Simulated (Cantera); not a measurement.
A freely propagating, adiabatic, planar premixed flame of 24.5 % H₂, 15.9 % O₂, 59.7 % N₂, equivalence ratio 0.77, unburnt at 575 K and 100.0 Torr; multicomponent+Soret transport, grid criteria slope 0.08 and curve 0.16, no radiation.

Computed with Cantera and the H2/O2 subset of GRI-Mech 3.0, which has no nitrogen chemistry. Burning velocities carry a grid error of a few per cent, more on coarse grids.

Task: Predict: laminar burning velocity; thermal thickness; peak x(O); peak x(H₂O₂); peak x(H).

Result: 
```
Property                     Value
------------------------  --------
laminar burning velocity  445 cm/s
thermal thickness          6.23 mm
peak x(O)                   0.0172
peak x(H₂O₂)               1.62e-6
peak x(H)                   0.0625
```
